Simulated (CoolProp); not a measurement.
Properties of n-hexane along the isobar 41 bar.

Model: reference Helmholtz-energy equation of state, Thol 2019, in CoolProp.

```
T (K)          phase  density (kg/m³)  cp (kJ/(kg K))  viscosity (µPa s)
-----  -------------  ---------------  --------------  -----------------
373.4         liquid            588.9           2.605                164
398.4         liquid            562.6           2.735                136
423.4         liquid            533.8           2.878                112
448.3         liquid            501.1           3.046               92.8
473.3         liquid            461.6           3.273               75.0
498.3         liquid            407.9           3.693               57.8
523.3  supercritical            299.9           5.882               36.1
548.3  supercritical            151.0           4.232               20.8
573.2  supercritical            116.6           3.499               19.0
```

The peak of cp marks the crossing from liquid-like to gas-like fluid above the critical point.

Viscosity comes from a separate model (Michailidou 2013).
